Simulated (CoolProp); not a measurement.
Computed with CoolProp (reference Helmholtz-energy equation of state, Lemmon 2016).

For R365MFC, give the phase and the Joule-Thomson coefficient (K/MPa), isothermal compressibility (1/MPa), expansivity (1/kK) at 226.85 °C and 40.8 bar; 226.85 °C and 204 bar.


- 226.85 °C and 40.8 bar: supercritical; Joule-Thomson coefficient 9.05, isothermal compressibility 0.427, expansivity 10.0
- 226.85 °C and 204 bar: supercritical; Joule-Thomson coefficient 0.165, isothermal compressibility 0.00995, expansivity 2.50
